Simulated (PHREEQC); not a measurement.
Make-up at 25 °C: 0.00017 mol NiSO4, 0.00011 mol CaCl2 and 0.0023 mol NaHCO3 per kg of water. Closed to the air; pH follows from the charge balance.

The numbers come from PHREEQC with the ion-association model, wateq4f.dat.

The pH comes out as 7.42 and the ionic strength is 0.00282 mol/kgw. The total alkalinity is 2.30 meq/kg.

| species | molality | activity | log γ |
|---|---|---|---|
| Na+ | 0.00230 | 0.00217 | -0.025 |
| HCO3- | 0.00197 | 0.00186 | -0.025 |
| Cl- | 0.000220 | 0.000208 | -0.025 |
| SO4-2 | 0.000166 | 0.000132 | -0.100 |
| CO2 | 0.000160 | 0.000160 | 0.000 |
| NiCO3 | 0.000155 | 0.000155 | 0.000 |
| Ca+2 | 0.000105 | 8.39e-5 | -0.099 |
| Ni+2 | 1.15e-5 | 9.14e-6 | -0.101 |
| CO3-2 | 2.87e-6 | 2.29e-6 | -0.099 |
| NiHCO3+ | 2.49e-6 | 2.35e-6 | -0.025 |

No solid was allowed to form. The database's nickel carbonate constants are estimates that later reviews lower a good deal.
